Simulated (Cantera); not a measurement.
Cantera run:

```python
import numpy as np
import cantera as ct

gas_names = """
    F F2 H HF H2 H2F2 H3F3 H4F4 H5F5 H6F6 H7F7 N NF NF2 NF3 NH NH2 NH3 N2 N2H2 N2H4 Si SiF SiF2 SiF3
    SiF4 SiH SiHF3 SiH2 SiH2F2 SiH3 SiH3F SiH4 SiN Si2 Si2N Si3
""".split()
cond_names = """
    Si(cr) Si(L) Si3N4(a)
""".split()


def load(file, names, dense=False):
    # The tables refer to 1 bar. Condensed volumes are neglected.
    table = {s.name: s for s in ct.Species.list_from_file(file)}
    out = []
    for n in names:
        d = dict(table[n].input_data)
        d["thermo"] = dict(d["thermo"], **{"reference-pressure": 1e5})
        if dense:
            d["equation-of-state"] = {"model": "constant-volume", "density": "1e6 g/cm^3"}
        out.append(ct.Species.from_dict(d))
    return out


gas = ct.Solution(thermo="ideal-gas", species=load("nasa_gas.yaml", gas_names))
cond = {s.name: ct.Solution(thermo="fixed-stoichiometry", species=[s], name=s.name)
        for s in load("nasa_condensed.yaml", cond_names, dense=True)}
atoms = {
    'Si': {'Si': 1},
    'HF': {'H': 1, 'F': 1},
    'N2': {'N': 2},
}
top_T = {'Si3N4(a)': 2400}  # K; cautious upper limits of use, not melting points


def equilibrate(T, P, feed):
    n = {}
    for name, mol in feed.items():
        for a, k in atoms[name].items():
            n[a] = n.get(a, 0.0) + k * mol
    gas.TPX = T, P, n
    mass = sum(n.values()) * gas.mean_molecular_weight
    gas.equilibrate("TP")
    valid = [c for c in cond.values() if c.min_temp <= T <= top_T.get(c.name, c.max_temp)]
    mix = ct.Mixture([(gas, mass / gas.mean_molecular_weight)] + [(c, 0.0) for c in valid])
    mix.T, mix.P = T, P
    mix.equilibrate("TP", solver="vcs", rtol=1e-11, max_steps=5000)
    return mix


results = []
feed = {'Si': 1, 'HF': 10, 'N2': 0.48}  # mol
T = 1450  # K
P = 10000  # Pa
mix = equilibrate(T, P, feed)
results.append((T, P, feed, dict(zip(mix.species_names, mix.species_moles))))
x = sorted(zip(gas.X, gas.species_names), reverse=True)
print(f"T = {T:g} K  P = {P:g} Pa  gas = {mix.phase_moles(0):.4g} mol")
print("   x: " + "  ".join(f"{s} {v:.3e}" for v, s in x if v > 0.0001))
print("   condensed (mol): " + ("  ".join(f"{mix.phase(i).name} {mix.phase_moles(i):.4g}"
      for i in range(1, mix.n_phases) if mix.phase_moles(i) > 1e-12) or "none"))
```

Output:

```
T = 1450 K  P = 10000 Pa  gas = 9.48 mol
   x: HF 6.329e-01  H2 2.109e-01  SiF4 1.054e-01  N2 5.063e-02
   condensed (mol): none
```

These are equilibrium values from Cantera (NASA tables, ideal gas, pure condensed phases), not measurements of a reactor. The tables' values for SiF3 are old estimates; treat these amounts as uncertain.
